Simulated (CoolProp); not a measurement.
The numbers come from the reference Helmholtz-energy equation of state, Thol 2015 in CoolProp.

Q: For octamethylcyclotetrasiloxane (D4), give the phase and the cp (kJ/(kg K)) at 346.85 °C and 71.9 kPa; 346.85 °C and 205 kPa.

A: 
- 346.85 °C and 71.9 kPa: gas; cp 2.04
- 346.85 °C and 205 kPa: gas; cp 2.05
